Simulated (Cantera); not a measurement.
An isothermal, constant-pressure homogeneous reactor starts with 10.8 % C₃H₈, 89.2 % H₂, at 1275 K and 0.218 Torr.

Detailed kinetics in Cantera: GRI-Mech 3.0 (53 species, 325 reactions). GRI-Mech 3.0 was tuned for natural gas; its chemistry of propane as a main component is partial and can be far from experiment. GRI-Mech 3.0 stops at C3 and has no aromatics, soot or wall deposition, so with more carbon than oxygen in the feed, carbon stays in small species such as C2H2 where larger ones or solid carbon would form. Radical loss at walls, strong at low pressure, is not modelled.

Predict: x(C₃H₈) at 4.00 s; x(H₂) at 4.00 s; x(C₂H₄) at 4.00 s; x(CH₂) at 4.00 s.


```json
{
 "x(C₃H₈) at 4.00 s": "1.14e-7 (gas-phase equilibrium <1e-12)",
 "x(H₂) at 4.00 s": "0.808 (gas-phase equilibrium 0.877)",
 "x(C₂H₄) at 4.00 s": "0.0666 (gas-phase equilibrium 0.000123)",
 "x(CH₂) at 4.00 s": "1.31e-9 (gas-phase equilibrium 3.02e-11)"
}
```
